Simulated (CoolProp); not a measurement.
A simple Rankine cycle with fluoroethane (R161): condensing at 311.15 K, boiler at 3.05 MPa, turbine inlet 389.5 K, turbine efficiency 0.7, pump efficiency 0.8, no recuperator. Each further row changes one setting.

The numbers come from the reference Helmholtz-energy equation of state, Wu 2012 in CoolProp.

| case | thermal efficiency (%) | net work (kJ/kg) | heat in (kJ/kg) | turbine exit temperature (K) | volume ratio over the turbine |
|---|---|---|---|---|---|
| as stated | 6.8 | 27.9 | 410 | ? | 2.37 |
| turbine inlet 409.5 K | 6.9 | 31.1 | 449 | 372.7 | 2.34 |
| condensing temperature 303.15 K | 8.1 | 34.9 | 428 | 342.7 | 2.89 |
| boiler pressure 2.13 MPa | 4.2 | 18.2 | 429 | ? | ? |
| turbine efficiency 0.6 | 5.7 | 23.5 | 410 | 353.5 | 2.39 |

What belongs in the gaps?


- as stated, turbine exit temperature (K): 350.8
- boiler pressure 2.13 MPa, turbine exit temperature (K): 368.8
- boiler pressure 2.13 MPa, volume ratio over the turbine: 1.63
